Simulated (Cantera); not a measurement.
A closed system holds: 1 mol Pb, 0.51 mol H2, held at 1398 K and 36.0 mbar.

These are equilibrium values from Cantera (NASA tables, ideal gas, pure condensed phases), not measurements of a reactor. Candidate condensed phases: Pb; 4 gas species. The numbers say what is thermodynamically allowed, not how fast it happens.

Base state: H2 0.763, Pb 0.237, Pb2 4.93e-5, H 2.18e-5 (mole fractions); condensed: Pb(l).

Task: What changes in the equilibrium state with this change: temperature from 1398 K to 1523 K?

Result: 
```
species      before     after
----------  -------  --------
Pb            0.237     0.662
H2            0.763     0.338
Pb2         4.93e-5  0.000250
H           2.18e-5   7.08e-5
Pb(l), mol    0.842         0
```
